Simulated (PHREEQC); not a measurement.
A column of 0.1 m (30 cells, dispersivity 0.0035 m, 300 s a shift, diffusion coefficient 3e-10 m²/s) holds 0.27 eq of the database's cation exchanger X per kg of pore water, first in equilibrium with 0.33 mmol/kgw MgCl2 and 0.01 mmol/kgw HCl. It is flushed with 0.34 mmol/kgw SrCl2, 94 mmol/kgw NaCl, 0.65 mmol/kgw CdCl2 and 0.01 mmol/kgw HCl, at 40 °C. Values are for the last cell. CO2 from the air is kept out. No solid was allowed to form.

All values are PHREEQC results (ion-association model, phreeqc.dat), not measurements.

```csv
pore volumes,Na in solution (mol/kgw),Cd in solution (mol/kgw),Sr in solution (mol/kgw),Cl in solution (mol/kgw),Mg in solution (mol/kgw)
0,0,0,0,0.000670,0.000330
0.2833,0,0,0,0.000670,0.000330
0.8167,0.000132,2.60e-12,0,0.0258,0.0128
1.083,0.00492,5.46e-7,0,0.0644,0.0297
1.617,0.0333,3.93e-5,5.83e-14,0.0936,0.0301
1.883,0.0452,6.45e-5,4.48e-13,0.0955,0.0251
2.417,0.0604,0.000101,4.71e-12,0.0960,0.0177
2.683,0.0653,0.000115,1.02e-11,0.0960,0.0152
2.95,0.0690,0.000128,1.94e-11,0.0960,0.0133
3.483,0.0743,0.000150,5.30e-11,0.0960,0.0107
3.75,0.0763,0.000161,8.01e-11,0.0960,0.00969
4.283,0.0792,0.000181,1.62e-10,0.0960,0.00819
4.55,0.0804,0.000191,2.21e-10,0.0960,0.00760
5.083,0.0823,0.000210,3.82e-10,0.0960,0.00664
5.35,0.0830,0.000219,4.90e-10,0.0960,0.00625
5.617,0.0837,0.000228,6.18e-10,0.0960,0.00590
6.15,0.0849,0.000246,9.46e-10,0.0960,0.00530
6.417,0.0854,0.000255,1.15e-9,0.0960,0.00505
6.95,0.0862,0.000271,1.66e-9,0.0960,0.00460
7.217,0.0866,0.000279,1.97e-9,0.0960,0.00441
7.75,0.0873,0.000295,2.72e-9,0.0960,0.00406
8.017,0.0876,0.000302,3.17e-9,0.0960,0.00391
```

At this temperature some constants are extrapolated from 25 °C, and those without enthalpy data are left unchanged.
